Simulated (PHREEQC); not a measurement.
Metal-bearing waste water

A solution holds 0.002 mol NiSO4 and 0.00012 mol NaCl per kg of water, at 25 °C. Closed to the air; pH follows from the charge balance.

The numbers come from PHREEQC with the ion-association model, wateq4f.dat.

Precipitation was switched off in this run.

Problem. What pH, ionic strength does the model give?

Solution. pH 6.40; ionic strength 0.00698 mol/kgw.

Problem. In which forms is Ni present?

Solution. Ni+2 86 %, NiSO4 14 % of the Ni.
